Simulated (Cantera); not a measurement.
An adiabatic, constant-volume homogeneous reactor starts with C₃H₈ : O₂ : N₂ = 1 : 3.57 : 31.8 (molar parts), equivalence ratio 1.4, at 1123 K and 0.543 atm. Integrator tolerance rtol = 1e-08.

Detailed kinetics in Cantera: GRI-Mech 3.0 (53 species, 325 reactions). GRI-Mech 3.0 was tuned for natural gas; its chemistry of propane as a main component is partial and can be far from experiment.

What does this change do: C3H8 1 to 1.6 parts?


| quantity | before | after |
|---|---|---|
| time of steepest temperature rise | 73.0 ms | 72.3 ms |
| temperature at 0.200 s | 2273 K | 1964 K |
| equilibrium temperature | 2273 K | 1964 K |
| x(C₃H₈) at 0.200 s | <1e-12 (gas-phase equilibrium <1e-12) | <1e-12 (gas-phase equilibrium <1e-12) |
| x(O₂) at 0.200 s | 2.70e-5 (gas-phase equilibrium 2.70e-5) | 7.73e-9 (gas-phase equilibrium 7.96e-9) |
| x(HCO) at 0.200 s | 1.46e-8 (gas-phase equilibrium 1.46e-8) | 1.71e-8 (gas-phase equilibrium 1.71e-8) |
| x(N₂O) at 0.200 s | 1.04e-8 (gas-phase equilibrium 1.06e-8) | 5.95e-9 (gas-phase equilibrium 7.58e-11) |
| x(H₂O₂) at 0.200 s | 1.82e-9 (gas-phase equilibrium 1.82e-9) | 6.73e-12 (gas-phase equilibrium 6.92e-12) |

What does this change do: initial temperature 1123 to 1050 K?


```tsv
quantity	before	after
time of steepest temperature rise	73.0 ms	not reached
temperature at 0.200 s	2273 K	1051 K
equilibrium temperature	2273 K	2213 K
x(C₃H₈) at 0.200 s	<1e-12 (gas-phase equilibrium <1e-12)	0.0256 (gas-phase equilibrium <1e-12)
x(O₂) at 0.200 s	2.70e-5 (gas-phase equilibrium 2.70e-5)	0.0974 (gas-phase equilibrium 1.22e-5)
x(HCO) at 0.200 s	1.46e-8 (gas-phase equilibrium 1.46e-8)	2.23e-10 (gas-phase equilibrium 1.19e-8)
x(N₂O) at 0.200 s	1.04e-8 (gas-phase equilibrium 1.06e-8)	8.74e-11 (gas-phase equilibrium 6.39e-9)
x(H₂O₂) at 0.200 s	1.82e-9 (gas-phase equilibrium 1.82e-9)	2.39e-6 (gas-phase equilibrium 1.06e-9)
```
